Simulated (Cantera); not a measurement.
Input: 1 mol CH₄, a varied amount of NH₃, at 65.0 bar.

Equilibrium computed with Cantera from the NASA thermochemical tables; the gas is ideal and each condensed phase is pure. Candidate condensed phases: C, C₆H₆, C₇H₈, C₈H₁₈; 92 gas species. The ideal-gas law is rough above about 30 bar. Kinetics and transport are ignored.

Task: What condenses at these points (T in °C, n(NH₃) in mol): (575, 0.33); (1575, 0.57); (1775, 0.38); (2175, 0.24); (1375, 0.1)?

Result: 
```json
[
 {"T (°C)": "575", "n(NH₃) in mol": "0.33", "condensed phases": "gas only", "C condensed (%)": "0.0"},
 {"T (°C)": "1575", "n(NH₃) in mol": "0.57", "condensed phases": "C", "C condensed (%)": "89.1"},
 {"T (°C)": "1775", "n(NH₃) in mol": "0.38", "condensed phases": "C", "C condensed (%)": "92.6"},
 {"T (°C)": "2175", "n(NH₃) in mol": "0.24", "condensed phases": "C", "C condensed (%)": "90.1"},
 {"T (°C)": "1375", "n(NH₃) in mol": "0.1", "condensed phases": "C", "C condensed (%)": "85.2"}
]
```
